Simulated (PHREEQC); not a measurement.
Make-up at 25 °C: 1.2 mol NaOH, 0.2 mol KCl and 0.0017 mol H4SiO4 per kg of water. Closed to the air; pH follows from the charge balance.

The numbers come from PHREEQC with the Pitzer model, pitzer.dat.

Question: The ionic strength comes out as 1.40 mol/kgw. What activity coefficients do Cl-, H3SiO4-, K+, H2SiO4-2, Na+ get?

Answer: Cl- 0.59, H3SiO4- 0.45, K+ 0.71, H2SiO4-2 0.028, Na+ 0.65. Single-ion values are on the MacInnes scale.

This is a speciation only: nothing precipitates in the calculation. Species that the database lacks are ignored. In brines, pH and single-ion activities rest on the MacInnes convention.
